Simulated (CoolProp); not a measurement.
n-heptane along the isotherm 600 K: Z from the reference equation and from simpler models built on Tc = 541.2 K, pc = 2.774 MPa, ω = 0.349; each cubic takes its own stable root.

The numbers come from the reference Helmholtz-energy equation of state, Span 2003 in CoolProp. It is a short technical equation, of lower accuracy than the large ones.

```tsv
p (MPa)	phase	reference
1.39	gas	0.8698
2.77	gas	0.7156
4.16	supercritical	0.5377
5.55	supercritical	0.4220
6.93	supercritical	0.4293
8.32	supercritical	0.4673
9.71	supercritical	0.5129
11.1	supercritical	0.5612
12.5	supercritical	0.6108
13.9	supercritical	0.6606
```

Q: How far does each simpler model (Redlich-Kwong, Soave-Redlich-Kwong) lie from the reference over these 10 states: mean and median of the absolute difference, and the worst?

A: 
- Redlich-Kwong: mean 6.9 %, median 8.5 %, worst +10.0 % at 600 K and 8.32 MPa
- Soave-Redlich-Kwong: mean 12.6 %, median 13.9 %, worst +19.8 % at 600 K and 6.93 MPa
